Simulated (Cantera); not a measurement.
What does this Cantera script print?

```python
import numpy as np
import cantera as ct

surf = ct.Interface("ptcombust.yaml", "Pt_surf")
gas = surf.adjacent["gas"]
gas.TPX = 300, 49000, {'H2': 0.012, 'O2': 0.19, 'N2': 0.79}
jet = ct.ImpingingJet(gas=gas, width=0.02, surface=surf)
jet.inlet.mdot, jet.inlet.T, jet.inlet.X = 0.045, 300, {'H2': 0.012, 'O2': 0.19, 'N2': 0.79}
jet.set_refine_criteria(ratio=10, slope=0.2, curve=0.3)
show, cover = ['H2', 'O2', 'H2O', 'OH'], ["PT(S)", "H(S)", "O(S)", "OH(S)", "CO(S)", "C(S)"]

rows = []
print(f"{'Ts/K':>7s}" + "".join(f"{s:>11s}" for s in show + cover) + "   (gas at the wall, coverages)")
for i, Ts in enumerate([600, 650, 700, 750, 800]):
    jet.surface.T = Ts
    if i == 0:
        surf.TP = Ts, 49000
        surf.coverages = "PT(S):0.5, O(S):0.5"
        surf.advance_coverages(1.0)
        jet.set_initial_guess(products="inlet")
    jet.solve(loglevel=0, auto=(i == 0))
    rows.append([*(jet.X[gas.species_index(s), -1] for s in show), *surf[cover].coverages])
    print(f"{Ts:7g}" + "".join(f"{x:11.3e}" for x in rows[-1]))
```

Result:

```
   Ts/K         H2         O2        H2O         OH      PT(S)       H(S)       O(S)      OH(S)      CO(S)       C(S)   (gas at the wall, coverages)
    600  1.321e-03  1.802e-01  2.070e-02  6.947e-13  1.208e-02  4.922e-10  9.831e-01  4.787e-03  1.914e-22  4.125e-26
    650  1.296e-03  1.802e-01  2.060e-02  8.853e-12  1.294e-02  5.933e-10  9.838e-01  3.242e-03  4.081e-20  1.017e-26
    700  1.155e-03  1.801e-01  2.073e-02  7.596e-11  1.539e-02  9.265e-10  9.822e-01  2.453e-03  1.346e-23  9.464e-27
    750  8.224e-04  1.798e-01  2.125e-02  4.449e-10  2.328e-02  2.238e-09  9.745e-01  2.195e-03  1.063e-19  1.416e-28
    800  5.001e-04  1.795e-01  2.175e-02  1.907e-09  4.065e-02  7.304e-09  9.572e-01  2.185e-03  3.952e-22  1.869e-26
```

Model: Deutschmann's 1995 Pt surface mechanism with GRI-Mech 3.0 gas chemistry, integrated in Cantera. Catalytic surfaces can have several steady states; this one follows from the mechanism file's or the stated starting coverage.
